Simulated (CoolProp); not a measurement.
The numbers come from the reference Helmholtz-energy equation of state, Span 2000 in CoolProp.

Question: Give the vapour pressure (MPa), liquid cp (kJ/(kg K)), surface tension (mN/m), liquid viscosity (µPa s) of saturated nitrogen at 99.2 K.

Answer: 
| T (K) | p (MPa) | liquid cp (kJ/(kg K)) | surface tension (mN/m) | liquid viscosity (µPa s) |
|---|---|---|---|---|
| 99.2 | 0.736 | 2.30 | 4.24 | 77.6 |

Viscosity comes from a separate model (Lemmon 2004). Surface tension comes from a separate correlation (Mulero 2012).
